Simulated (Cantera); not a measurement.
Feed: 1 mol BF3, 0.18 mol O2, 120 mol N2, at 2300 K and 100 Torr.

These are equilibrium values from Cantera (NASA tables, ideal gas, pure condensed phases), not measurements of a reactor. Candidate condensed phases: B, BN, B2O3; 31 gas species. The tables' values for BF2 are old estimates; treat these amounts as uncertain. Kinetics and transport are ignored.

Base state: N2 0.988, BF3 0.00680, F 0.00284, BOF 0.00141, NO 0.000681, O2 0.000315, O 0.000242, BF2 1.80e-5 (mole fractions); condensed: gas only.

Q: What changes in the equilibrium state with this change: BF3 replaced by B?

A: 
```json
[
 {"species": "N2", "before": "0.988", "after": "0.997"},
 {"species": "BO", "before": "2.74e-8", "after": "0.00268"},
 {"species": "B2O2", "before": "<1e-9", "after": "0.000150"},
 {"species": "BF3", "before": "0.00680", "after": "0"},
 {"species": "F", "before": "0.00284", "after": "0"},
 {"species": "BOF", "before": "0.00141", "after": "0"},
 {"species": "O2", "before": "0.000315", "after": "<1e-9"},
 {"species": "BN(s), mol", "before": "0", "after": "0.636"}
]
```

Q: What changes in the equilibrium state with this change: pressure from 100 Torr to 12.0 Torr?

A: 
```
species    before     after
-------  --------  --------
N2          0.988     0.986
BF3       0.00680   0.00564
F         0.00284   0.00509
O2       0.000315   2.61e-5
BF2       1.80e-5   6.93e-5
NO       0.000681  0.000196
BOF       0.00141   0.00251
```
